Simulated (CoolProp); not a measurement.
Vapour-liquid equilibrium of n-pentane (1) + cyclohexane (2) at 0.977 MPa; x and y are mole fractions of (1).

Computed with CoolProp (multi-fluid Helmholtz-energy mixture model, Thol 2019 and Zhou 2014; pair parameters Bell 2016).

```json
[
 {"x": "0.05", "bubble temperature, mixture model (K)": "449.2", "bubble temperature, Raoult's law (K)": "449.1", "y, mixture model": "0.108", "y, Raoult's law": "0.125"},
 {"x": "0.125", "bubble temperature, mixture model (K)": "442.8", "bubble temperature, Raoult's law (K)": "442.6", "y, mixture model": "(withheld)", "y, Raoult's law": "0.282"},
 {"x": "0.2", "bubble temperature, mixture model (K)": "437.1", "bubble temperature, Raoult's law (K)": "436.8", "y, mixture model": "0.365", "y, Raoult's law": "0.411"},
 {"x": "0.275", "bubble temperature, mixture model (K)": "431.8", "bubble temperature, Raoult's law (K)": "431.5", "y, mixture model": "0.466", "y, Raoult's law": "0.517"},
 {"x": "0.35", "bubble temperature, mixture model (K)": "427.0", "bubble temperature, Raoult's law (K)": "426.6", "y, mixture model": "0.553", "y, Raoult's law": "0.606"},
 {"x": "0.425", "bubble temperature, mixture model (K)": "422.6", "bubble temperature, Raoult's law (K)": "422.2", "y, mixture model": "0.629", "y, Raoult's law": "0.681"},
 {"x": "0.5", "bubble temperature, mixture model (K)": "418.5", "bubble temperature, Raoult's law (K)": "418.1", "y, mixture model": "0.695", "y, Raoult's law": "0.745"},
 {"x": "0.575", "bubble temperature, mixture model (K)": "414.7", "bubble temperature, Raoult's law (K)": "414.2", "y, mixture model": "0.754", "y, Raoult's law": "0.800"},
 {"x": "0.65", "bubble temperature, mixture model (K)": "411.2", "bubble temperature, Raoult's law (K)": "410.7", "y, mixture model": "0.807", "y, Raoult's law": "0.847"},
 {"x": "0.725", "bubble temperature, mixture model (K)": "(withheld)", "bubble temperature, Raoult's law (K)": "407.4", "y, mixture model": "0.855", "y, Raoult's law": "0.888"},
 {"x": "0.8", "bubble temperature, mixture model (K)": "404.6", "bubble temperature, Raoult's law (K)": "404.3", "y, mixture model": "(withheld)", "y, Raoult's law": "0.924"},
 {"x": "0.875", "bubble temperature, mixture model (K)": "401.6", "bubble temperature, Raoult's law (K)": "401.3", "y, mixture model": "0.939", "y, Raoult's law": "0.955"},
 {"x": "0.95", "bubble temperature, mixture model (K)": "398.7", "bubble temperature, Raoult's law (K)": "398.6", "y, mixture model": "0.977", "y, Raoult's law": "0.983"}
]
```

Q: Complete the blanks.

A: 
- 0.125, y, mixture model: 0.247
- 0.725, bubble temperature, mixture model (K): 407.8
- 0.8, y, mixture model: 0.899

The largest gap from Raoult's law is +0.5 K in bubble temperature, at x = 0.575. No azeotrope shows between x = 0.05 and 0.95.

The pair parameters rest on a limited set of measurements; away from them the model extrapolates.
